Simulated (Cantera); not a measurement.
A closed system holds: 1 mol Cu2O, a varied amount of H2, 1.6 mol N2, equilibrated at 1500 K and 7.70 bar.

Cantera equilibrium calculation (NASA polynomials, part measured and part estimated; ideal gas, pure solids and liquids). Candidate condensed phases: Cu, CuO, Cu(OH)2, Cu2O, H2O; 27 gas species. Mutual solubility and eutectic melting of coexisting phases are not modelled. Kinetics and transport are ignored.

Q: Which condensed phases are stable at each of these points (n(H2) (mol)): 0.42, 0.79, 1.2, 1.5, 1.9, 2.3, 2.6, 3, 3.4?

A: 
| n(H2) (mol) | condensed phases | Cu condensed (%) |
|---|---|---|
| 0.42 | Cu(l) + Cu2O(s) | 100.0 |
| 0.79 | Cu(l) + Cu2O(s) | 100.0 |
| 1.2 | Cu(l) | 100.0 |
| 1.5 | Cu(l) | 100.0 |
| 1.9 | Cu(l) | 100.0 |
| 2.3 | Cu(l) | 100.0 |
| 2.6 | Cu(l) | 100.0 |
| 3 | Cu(l) | 100.0 |
| 3.4 | Cu(l) | 100.0 |

From 0.42 mol H2 to 0.79 mol H2 the condensed part is Cu(l) + Cu2O(s). From 1.2 mol H2 to 3.4 mol H2 the condensed part is Cu(l).
